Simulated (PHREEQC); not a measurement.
Model water analysis in mg/L, 25 °C, pH 6.98, pe 11.4: Na 2.15; K 0.495; Ca 0.569; Mg 0.246; Cl 1.21; S(6) as SO4 3.85; Alkalinity as HCO3 2.36; Pb 0.164; Li 0.00713; Ba 0.00433.

Valence states are taken as typed.

All values are PHREEQC results (ion-association model, phreeqc.dat), not measurements.

No solid was allowed to form.

Task: Predict the charge-balance error.

Result: charge-balance error 1.5 %.

Task: In which forms is Pb present?

Result: Pb+2 67 %, PbCO3 18 %, PbOH+ 12 %, PbHCO3+ 1.9 %, PbSO4 1.3 % of the Pb.
